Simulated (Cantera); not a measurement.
A closed system holds: 1 mol SiO₂, 6.2 mol CO, 0.7 mol H₂, held at 1.00 Torr.

Method: chemical equilibrium by Gibbs-energy minimisation in Cantera with the NASA 1993 tables (ideal gas, pure condensed phases). Candidate condensed phases: C, C₆H₆, C₇H₈, C₈H₁₈, H₂O, Si, SiC, SiO₂; 123 gas species. The tables hold silica as quartz up to 1696 K and as liquid above; real silica turns to tridymite and cristobalite and melts near 1996 K. Rates play no part. All values below are at 1700 K.

Base state: CO 0.884, H₂ 0.0975, SiO 0.00859, CO₂ 0.00624, H₂O 0.00235, H 0.00126 (mole fractions); condensed: SiO₂(condensed).

Task: What changes in the equilibrium state with this change: pressure from 1.00 Torr to 0.300 Torr?

Result: 
| species | before | after |
|---|---|---|
| CO | 0.884 | 0.872 |
| H₂ | 0.0975 | 0.0944 |
| SiO | 0.00859 | 0.0155 |
| CO₂ | 0.00624 | 0.0113 |
| H | 0.00126 | 0.00226 |
| H₂O | 0.00235 | 0.00420 |
| SiO₂(condensed), mol | 0.940 | 0.891 |
